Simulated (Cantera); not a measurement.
**Pyrogenic steam for wet oxidation**

An isothermal, constant-pressure homogeneous reactor starts with 27.7 % H₂, 4.26 % O₂, 68.1 % N₂, equivalence ratio 3.2, at 950 K and 120 Torr.

Detailed kinetics in Cantera: the H2/O2 subset of GRI-Mech 3.0, which has no nitrogen chemistry. The temperature is held fixed by assumption; the heat of reaction is taken as removed at once.

| t (s) | x H₂ | x O₂ | x H | x H₂O₂ | x H₂O | x OH |
|---|---|---|---|---|---|---|
| 8.00e-5 | 0.277 | 0.0426 | 2.92e-11 | <1e-12 | 5.11e-12 | <1e-12 |
| 0.000201 | 0.277 | 0.0426 | 9.64e-11 | <1e-12 | 4.26e-11 | <1e-12 |
| 0.000504 | 0.277 | 0.0426 | 5.33e-10 | <1e-12 | 4.77e-10 | 4.61e-12 |
| 0.00127 | 0.277 | 0.0426 | 1.48e-8 | 1.85e-11 | 1.84e-8 | 1.29e-10 |
| 0.00318 | 0.276 | 0.0425 | 5.24e-5 | 4.24e-8 | 7.33e-5 | 5.59e-7 |
| 0.00798 | 0.191 | 1.09e-5 | 0.0148 | 9.58e-11 | 0.0882 | 1.01e-5 |
| 0.0200 | 0.198 | 1.96e-8 | 0.00368 | 2.24e-11 | 0.0887 | 2.43e-6 |
| 0.0503 | 0.199 | 1.86e-9 | 0.00127 | 7.64e-12 | 0.0888 | 8.36e-7 |
| 0.126 | 0.200 | 2.72e-10 | 0.000481 | 2.87e-12 | 0.0889 | 3.16e-7 |
| 0.317 | 0.200 | 4.48e-11 | 0.000188 | 1.11e-12 | 0.0889 | 1.23e-7 |
| 0.797 | 0.200 | 8.31e-12 | 7.43e-5 | <1e-12 | 0.0889 | 4.86e-8 |
| 2.00 | 0.200 | 1.81e-12 | 2.95e-5 | <1e-12 | 0.0889 | 1.93e-8 |
x: mole fraction; the columns are a selection and need not sum to one.

Equilibrium at this temperature and pressure: H₂ 0.200, O₂ <1e-12, H 6.26e-10, H₂O₂ <1e-12, H₂O 0.0889, OH <1e-12 (gas phase only).
